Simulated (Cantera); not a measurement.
# CH3F + HCl (fluorocarbon and chlorocarbon gases)

A closed system holds: 1 mol CH3F, a varied amount of HCl, held at 3348 K and 750 Torr.

These are equilibrium values from Cantera (NASA tables, ideal gas, pure condensed phases), not measurements of a reactor. Candidate condensed phases: C, C6H6, C7H8, C8H18; 118 gas species. The tables' values for CCl are old estimates; treat these amounts as uncertain. Equilibrium is a limit: real reactors are often held back by kinetics, nucleation or transport.

From 0.1 mol HCl to 1.3 mol HCl the condensed part is C(graphite). The main C-bearing gas is C2H2 (acetylene) throughout. The share of C in condensed phases is highest at 0.1 mol HCl (65.2 %) and lowest at 1.3 mol HCl (54.1 %).

```
n(HCl) (mol)   x HF   x H2    x H   x HCl    x Cl  x C2H2 (acetylene)  n C(graphite)
------------  -----  -----  -----  ------  ------  ------------------  -------------
0.1           0.409  0.268  0.213  0.0269  0.0143              0.0410          0.652
0.14          0.401  0.263  0.211  0.0368  0.0197              0.0404          0.648
0.19          0.391  0.258  0.209  0.0485  0.0263              0.0396          0.644
0.26          0.377  0.252  0.207  0.0638  0.0350              0.0386          0.638
0.36          0.359  0.243  0.203  0.0837  0.0467              0.0373          0.629
0.49          0.339  0.233  0.199   0.107  0.0608              0.0357          0.617
0.67          0.314  0.221  0.194   0.134  0.0783              0.0339          0.600
0.92          0.284  0.207  0.188   0.164  0.0994              0.0318          0.577
1.3           0.249  0.191  0.180   0.200   0.126              0.0293          0.541
```
x: gas mole fraction; n: condensed amount in mol.
